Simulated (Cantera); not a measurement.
Input: 1 mol n-butane, 0.59 mol CO₂, at 6000000 Pa.

These are equilibrium values from Cantera (NASA tables, ideal gas, pure condensed phases), not measurements of a reactor. Candidate condensed phases: C, C₆H₆, C₇H₈, C₈H₁₈, H₂O; 110 gas species. The ideal-gas law is rough above about 30 bar. Equilibrium is a limit: real reactors are often held back by kinetics, nucleation or transport.

Question: At 1373 K, list the 5 most abundant gas species with their mole fractions, and the condensed phases.

Answer: H₂ 0.653, CO 0.181, CH₄ 0.129, H₂O 0.0331, CO₂ 0.00445. Condensed: C(graphite).
